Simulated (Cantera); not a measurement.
An isothermal, constant-pressure homogeneous reactor starts with CH₄ : H₂ = 1 : 91 (molar parts), at 1850 K and 0.218 Torr. Integrator tolerance rtol = 1e-08.

Detailed kinetics in Cantera: GRI-Mech 3.0 (53 species, 325 reactions). GRI-Mech 3.0 stops at C3 and has no aromatics, soot or wall deposition, so with more carbon than oxygen in the feed, carbon stays in small species such as C2H2 where larger ones or solid carbon would form. Radical loss at walls, strong at low pressure, is not modelled.

Task: What does this change do: H2 91 to 820 parts?

Result: 
| quantity | before | after |
|---|---|---|
| x(CH₄) at 2.00 s | 0.0103 (gas-phase equilibrium 8.02e-7) | 0.00121 (gas-phase equilibrium 2.72e-7) |
| x(H₂) at 2.00 s | 0.987 (gas-phase equilibrium 0.963) | 0.999 (gas-phase equilibrium 0.968) |
| x(C₂H) at 2.00 s | 1.94e-9 (gas-phase equilibrium 1.85e-6) | <1e-12 (gas-phase equilibrium 2.08e-7) |
| x(CH₃) at 2.00 s | 0.000367 (gas-phase equilibrium 5.22e-7) | 6.18e-6 (gas-phase equilibrium 1.76e-7) |
| x(C₂H₄) at 2.00 s | 9.12e-6 (gas-phase equilibrium 2.45e-8) | 7.22e-9 (gas-phase equilibrium 2.79e-9) |
| x(C₂H₆) at 2.00 s | 8.50e-8 (gas-phase equilibrium <1e-12) | 3.97e-11 (gas-phase equilibrium <1e-12) |
| x(CH₂) at 2.00 s | 7.12e-7 (gas-phase equilibrium 1.98e-8) | 1.82e-9 (gas-phase equilibrium 6.69e-9) |

Task: What does this change do: temperature 1850 to 1225 K?

Result: 
```
quantity                                             before                                    after
-----------------  ----------------------------------------  ---------------------------------------
x(CH₄) at 2.00 s     0.0103 (gas-phase equilibrium 8.02e-7)  0.0109 (gas-phase equilibrium 0.000657)
x(H₂) at 2.00 s         0.987 (gas-phase equilibrium 0.963)      0.989 (gas-phase equilibrium 0.994)
x(C₂H) at 2.00 s    1.94e-9 (gas-phase equilibrium 1.85e-6)  <1e-12 (gas-phase equilibrium 2.15e-11)
x(CH₃) at 2.00 s   0.000367 (gas-phase equilibrium 5.22e-7)  1.44e-9 (gas-phase equilibrium 2.33e-7)
x(C₂H₄) at 2.00 s   9.12e-6 (gas-phase equilibrium 2.45e-8)   <1e-12 (gas-phase equilibrium 1.19e-5)
x(C₂H₆) at 2.00 s    8.50e-8 (gas-phase equilibrium <1e-12)  <1e-12 (gas-phase equilibrium 3.89e-10)
x(CH₂) at 2.00 s    7.12e-7 (gas-phase equilibrium 1.98e-8)  <1e-12 (gas-phase equilibrium 2.28e-12)
```
